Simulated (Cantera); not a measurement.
Premixed flame

A freely propagating, adiabatic, planar premixed flame of 10.2 % CH4, 0.459 % CO, 18.8 % O2, 70.5 % N2, unburnt at 373 K and 90.0 Torr; unity-Lewis-number transport, grid criteria slope 0.08 and curve 0.16, no radiation.

Model: GRI-Mech 3.0 (53 species, 325 reactions), integrated in Cantera. Unity Lewis numbers drop preferential diffusion, which matters most where H2 and H carry the flame. Burning velocities carry a grid error of a few per cent, more on coarse grids.

```json
[
 {"z (mm)": "-9.25", "T (K)": "373", "u (m/s)": "0.551", "x CH4": "0.102", "x CO": "0.00460", "x O2": "0.188", "x H2O2": "<1e-8", "x H": "<1e-8", "x NO2": "<1e-8"},
 {"z (mm)": "-6.16", "T (K)": "374", "u (m/s)": "0.553", "x CH4": "0.102", "x CO": "0.00465", "x O2": "0.188", "x H2O2": "<1e-8", "x H": "<1e-8", "x NO2": "<1e-8"},
 {"z (mm)": "-4.62", "T (K)": "382", "u (m/s)": "0.565", "x CH4": "0.101", "x CO": "0.00493", "x O2": "0.187", "x H2O2": "6.13e-8", "x H": "<1e-8", "x NO2": "1.18e-8"},
 {"z (mm)": "-3.08", "T (K)": "448", "u (m/s)": "0.663", "x CH4": "0.0971", "x CO": "0.00730", "x O2": "0.181", "x H2O2": "3.82e-7", "x H": "2.60e-8", "x NO2": "6.89e-8"},
 {"z (mm)": "-1.54", "T (K)": "867", "u (m/s)": "1.30", "x CH4": "0.0670", "x CO": "0.0235", "x O2": "0.138", "x H2O2": "1.48e-6", "x H": "4.23e-5", "x NO2": "6.82e-8"},
 {"z (mm)": "-0.771", "T (K)": "1286", "u (m/s)": "1.96", "x CH4": "0.0339", "x CO": "0.0414", "x O2": "0.0912", "x H2O2": "1.80e-6", "x H": "0.000754", "x NO2": "1.79e-8"},
 {"z (mm)": "0", "T (K)": "1678", "u (m/s)": "2.60", "x CH4": "0.00538", "x CO": "0.0566", "x O2": "0.0418", "x H2O2": "2.79e-7", "x H": "0.00738", "x NO2": "<1e-8"},
 {"z (mm)": "0.771", "T (K)": "1791", "u (m/s)": "2.79", "x CH4": "0.000163", "x CO": "0.0525", "x O2": "0.0213", "x H2O2": "7.73e-8", "x H": "0.0165", "x NO2": "<1e-8"},
 {"z (mm)": "1.54", "T (K)": "1812", "u (m/s)": "2.82", "x CH4": "2.85e-6", "x CO": "0.0462", "x O2": "0.0172", "x H2O2": "7.43e-8", "x H": "0.0194", "x NO2": "<1e-8"},
 {"z (mm)": "3.08", "T (K)": "1836", "u (m/s)": "2.85", "x CH4": "<1e-8", "x CO": "0.0414", "x O2": "0.0153", "x H2O2": "6.71e-8", "x H": "0.0198", "x NO2": "<1e-8"},
 {"z (mm)": "6.16", "T (K)": "1870", "u (m/s)": "2.90", "x CH4": "<1e-8", "x CO": "0.0398", "x O2": "0.0141", "x H2O2": "5.68e-8", "x H": "0.0180", "x NO2": "<1e-8"},
 {"z (mm)": "12.3", "T (K)": "1921", "u (m/s)": "2.97", "x CH4": "<1e-8", "x CO": "0.0390", "x O2": "0.0127", "x H2O2": "4.42e-8", "x H": "0.0148", "x NO2": "<1e-8"},
 {"z (mm)": "24.7", "T (K)": "1987", "u (m/s)": "3.05", "x CH4": "<1e-8", "x CO": "0.0377", "x O2": "0.0106", "x H2O2": "3.20e-8", "x H": "0.0110", "x NO2": "<1e-8"}
]
```
x: mole fraction of selected species; z is measured from the peak of heat release.

laminar burning velocity: 55.0 cm/s
thermal thickness: 3.08 mm
peak x(H2O2): 1.90e-6
peak x(H): 0.0200
grid points: 146
